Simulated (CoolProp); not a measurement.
The fluid at 298.15 K and 0.0112 MPa is compressed adiabatically to 0.0656 MPa with isentropic efficiency 0.6. The same conditions are run with several fluids, on thermodynamics alone (safety and materials aside).

Values from CoolProp's reference Helmholtz-energy equation of state of each fluid (methanol: de Reuck 1993; R227EA: Lemmon 2016; C2F6 (R116): Lemmon 2006; nitrogen: Span 2000; cyclopentane: Gedanitz 2015).

```json
[
 {"fluid": "methanol", "work (kJ/kg)": "264", "final temperature (K)": "(withheld)", "final density (kg/m³)": "(withheld)"},
 {"fluid": "R227EA", "work (kJ/kg)": "45.0", "final temperature (K)": "352.2", "final density (kg/m³)": "(withheld)"},
 {"fluid": "C2F6 (R116)", "work (kJ/kg)": "56.5", "final temperature (K)": "367.1", "final density (kg/m³)": "2.98"},
 {"fluid": "nitrogen", "work (kJ/kg)": "339", "final temperature (K)": "619.9", "final density (kg/m³)": "0.356"},
 {"fluid": "cyclopentane", "work (kJ/kg)": "112", "final temperature (K)": "379.8", "final density (kg/m³)": "1.48"}
]
```

Complete the blanks.


- methanol, final temperature (K): 463.0
- methanol, final density (kg/m³): 0.548
- R227EA, final density (kg/m³): 3.85
